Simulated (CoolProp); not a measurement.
Vapour-liquid equilibrium of toluene (1) + n-nonane (2) at 0.408 kPa; x and y are mole fractions of (1).

The numbers come from the multi-fluid Helmholtz-energy mixture model, Lemmon 2006 and Lemmon 2006; pair parameters Bell 2016 in CoolProp.

### Question
Give the bubble temperature and the first vapour's composition at x = 0.125, 0.275, 0.35. Is there an azeotrope?

### Answer
x = 0.125: 279.6 K, y = 0.647; x = 0.275: 272.2 K, y = 0.828; x = 0.35: 270.0 K, y = 0.867. No azeotrope shows between x = 0.05 and 0.95.

Pair parameters are fitted to limited data, so mixtures are less certain than the pure fluids.
